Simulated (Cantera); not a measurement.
What does this Cantera script print?

```python
import numpy as np
import cantera as ct

gas_names = """
    F F2 N NF NF2 NF3 N2 Si SiF SiF2 SiF3 SiF4 SiN Si2 Si2N Si3
""".split()
cond_names = """
    Si(cr) Si(L) Si3N4(a)
""".split()


# ... load() reads the species with a 1 bar reference pressure and builds the phases ...
atoms = {
    'Si': {'Si': 1},
    'NF3': {'N': 1, 'F': 3},
    'N2': {'N': 2},
}
top_T = {'Si3N4(a)': 2400}  # K; cautious upper limits of use, not melting points


# ... equilibrate(T, P, feed) seeds the gas with the atoms and calls Mixture.equilibrate('TP', solver="vcs", rtol=1e-11, max_steps=5000) ...
results = []
T = 673  # K
P = 13332.2  # Pa
for m in [9.7, 12, 14, 17, 20, 24, 29, 35, 42, 51, 61, 74]:
    feed = {'Si': 1, 'NF3': 3.1, 'N2': m}  # mol
    mix = equilibrate(T, P, feed)
    results.append((T, P, feed, dict(zip(mix.species_names, mix.species_moles))))
    x = sorted(zip(gas.X, gas.species_names), reverse=True)
    print(f"T = {T:g} K  P = {P:g} Pa  n(N2) = {m:g} mol  gas = {mix.phase_moles(0):.4g} mol")
    print("   x: " + "  ".join(f"{s} {v:.3e}" for v, s in x if v > 0.0001))
    print("   condensed (mol): " + ("  ".join(f"{mix.phase(i).name} {mix.phase_moles(i):.4g}"
          for i in range(1, mix.n_phases) if mix.phase_moles(i) > 1e-12) or "none"))
```

Result:

```
T = 673 K  P = 13332.2 Pa  n(N2) = 9.7 mol  gas = 13.24 mol
   x: N2 7.870e-01  NF3 1.255e-01  SiF4 7.553e-02  F2 1.173e-02  F 2.438e-04
   condensed (mol): none
T = 673 K  P = 13332.2 Pa  n(N2) = 12 mol  gas = 15.54 mol
   x: N2 8.184e-01  NF3 1.067e-01  SiF4 6.433e-02  F2 1.039e-02  F 2.294e-04
   condensed (mol): none
T = 673 K  P = 13332.2 Pa  n(N2) = 14 mol  gas = 17.55 mol
   x: N2 8.390e-01  NF3 9.428e-02  SiF4 5.699e-02  F2 9.487e-03  F 2.192e-04
   condensed (mol): none
T = 673 K  P = 13332.2 Pa  n(N2) = 17 mol  gas = 20.55 mol
   x: N2 8.624e-01  NF3 8.026e-02  SiF4 4.866e-02  F2 8.444e-03  F 2.068e-04
   condensed (mol): none
T = 673 K  P = 13332.2 Pa  n(N2) = 20 mol  gas = 23.56 mol
   x: N2 8.799e-01  NF3 6.983e-02  SiF4 4.245e-02  F2 7.644e-03  F 1.968e-04
   condensed (mol): none
T = 673 K  P = 13332.2 Pa  n(N2) = 24 mol  gas = 27.56 mol
   x: N2 8.972e-01  NF3 5.948e-02  SiF4 3.628e-02  F2 6.824e-03  F 1.859e-04
   condensed (mol): none
T = 673 K  P = 13332.2 Pa  n(N2) = 29 mol  gas = 32.57 mol
   x: N2 9.129e-01  NF3 5.015e-02  SiF4 3.070e-02  F2 6.055e-03  F 1.751e-04
   condensed (mol): none
T = 673 K  P = 13332.2 Pa  n(N2) = 35 mol  gas = 38.58 mol
   x: N2 9.264e-01  NF3 4.216e-02  SiF4 2.592e-02  F2 5.368e-03  F 1.649e-04
   condensed (mol): none
T = 673 K  P = 13332.2 Pa  n(N2) = 42 mol  gas = 45.58 mol
   x: N2 9.376e-01  NF3 3.552e-02  SiF4 2.194e-02  F2 4.769e-03  F 1.554e-04
   condensed (mol): none
T = 673 K  P = 13332.2 Pa  n(N2) = 51 mol  gas = 54.59 mol
   x: N2 9.478e-01  NF3 2.951e-02  SiF4 1.832e-02  F2 4.199e-03  F 1.459e-04
   condensed (mol): none
T = 673 K  P = 13332.2 Pa  n(N2) = 61 mol  gas = 64.6 mol
   x: N2 9.558e-01  NF3 2.481e-02  SiF4 1.548e-02  F2 3.731e-03  F 1.375e-04
   condensed (mol): none
T = 673 K  P = 13332.2 Pa  n(N2) = 74 mol  gas = 77.61 mol
   x: N2 9.632e-01  NF3 2.053e-02  SiF4 1.288e-02  F2 3.280e-03  F 1.289e-04
   condensed (mol): none
```

Equilibrium computed with Cantera from the NASA thermochemical tables; the gas is ideal and each condensed phase is pure.
